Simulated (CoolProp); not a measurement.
Oxygen along the isobar 6.11 bar: Z from the reference equation and from simpler models built on Tc = -118.6 °C, pc = 50.46 bar, ω = 0.022; each cubic takes its own stable root.

Values from CoolProp's reference Helmholtz-energy equation of state, Schmidt 1985.

| T (°C) | phase | reference |
|---|---|---|
| -136.55 | gas | 0.9391 |
| -128.65 | gas | 0.9489 |
| -120.65 | gas | 0.9567 |
| -112.75 | gas | 0.9630 |
| -104.75 | gas | 0.9682 |
| -96.75 | gas | 0.9725 |
| -88.85 | gas | 0.9761 |
| -80.85 | gas | 0.9791 |
| -72.85 | gas | 0.9817 |
| -64.95 | gas | 0.9839 |
| -56.95 | gas | 0.9859 |
| -49.05 | gas | 0.9875 |
| -41.05 | gas | 0.9890 |
| -33.05 | gas | 0.9903 |
| -25.15 | gas | 0.9914 |

Question: How far does each simpler model (Pitzer virial, van der Waals, Redlich-Kwong, Soave-Redlich-Kwong) lie from the reference over these 15 states: mean and median of the absolute difference, and the worst?

Answer: 
- Pitzer virial: mean 0.0 %, median 0.0 %, worst +0.1 % at -136.55 °C and 6.11 bar
- van der Waals: mean 0.3 %, median 0.2 %, worst +1.1 % at -136.55 °C and 6.11 bar
- Redlich-Kwong: mean 0.1 %, median 0.1 %, worst -0.1 % at -112.75 °C and 6.11 bar
- Soave-Redlich-Kwong: mean 0.0 %, median 0.0 %, worst -0.1 % at -120.65 °C and 6.11 bar
